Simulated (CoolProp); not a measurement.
The numbers come from the reference Helmholtz-energy equation of state, Span 2003 in CoolProp. It is a short technical equation, of lower accuracy than the large ones.

Problem. Give the vapour pressure (kPa), vapour Z, liquid viscosity (µPa s) of saturated n-heptane at 64.85, 94.65, 109.45 °C.

Solution. 
| T (°C) | p (kPa) | vapour Z | liquid viscosity (µPa s) |
|---|---|---|---|
| 64.85 | 33.6 | 0.976 | 263 |
| 94.65 | 90.7 | 0.951 | 204 |
| 109.45 | 139 | 0.934 | 181 |

Viscosity comes from a separate model (Michailidou 2014).
